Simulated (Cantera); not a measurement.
# SiH₂Cl₂ + N₂ + NH₃ (silicon nitride deposition)

A closed system holds: 1 mol SiH₂Cl₂, 1.4 mol N₂, 2.3 mol NH₃.

Method: chemical equilibrium by Gibbs-energy minimisation in Cantera with the NASA 1993 tables (ideal gas, pure condensed phases). Candidate condensed phases: NH₄Cl, Si, Si₃N₄; 28 gas species. Mutual solubility and eutectic melting of coexisting phases are not modelled. The tables' values for SiCl₃ are old estimates. Equilibrium is a limit: real reactors are often held back by kinetics, nucleation or transport.

Stable condensed phases:

```
T in °C \ P in Pa
              5     26    140    710   3700  19000 100000
   1600       A      B      B      B      B      C      C
   1550       A      B      B      B      B      C      C
   1500       B      B      B      B      C      C      C
   1450       B      B      B      B      C      C      C
   1400       B      B      B      C      C      C      C
   1350       B      B      D      C      C      C      C
   1300       B      B      C      C      C      C      C
   1250       B      C      C      C      C      C      C
   1200       B      C      C      C      C      C      C
   1150       C      C      C      C      C      C      C
   1100       C      C      C      C      C      C      C
```

A: gas only; B: Si; C: Si₃N₄; D: Si + Si₃N₄.
